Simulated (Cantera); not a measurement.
# Thermodynamics of metals in furnace atmospheres, feed Fe + O2 + CO

Feed: 1 mol Fe, 0.0012 mol O2, 8.9 mol CO, equilibrated at 31.0 Pa.

Method: chemical equilibrium by Gibbs-energy minimisation in Cantera with the NASA 1993 tables (ideal gas, pure condensed phases). Candidate condensed phases: C, Fe, Fe(CO)5, FeO, Fe2O3, Fe3O4; 15 gas species. Condensed phases not in the tables: cementite and carbon dissolved in iron. Equilibrium is a limit: real reactors are often held back by kinetics, nucleation or transport.

```tsv
T (°C)	log p CO	log p CO2	n C(graphite)	n Fe(α)
500	-3.54	-4.69	0.549	1.00
525	-3.52	-5.02	0.263	1.00
550	-3.51	-5.35	0.124	1.00
575	-3.51	-5.67	0.0593	1.00
600	-3.51	-5.97	0.0286	1.00
625	-3.51	-6.25	0.0137	1.00
650	-3.51	-6.52	0.00628	1.00
675	-3.51	-6.77	0.00243	1.00
700	-3.51	-7.02	0	1.00
725	-3.51	-7.08	0	1.00
750	-3.51	-7.08	0	1.00
775	-3.51	-7.08	0	1.00
```
log p: log10 of the partial pressure in bar; n: condensed amount in mol.

From 500 °C to 675 °C the condensed part is C(graphite) + Fe(α). From 700 °C to 775 °C the condensed part is Fe(α).
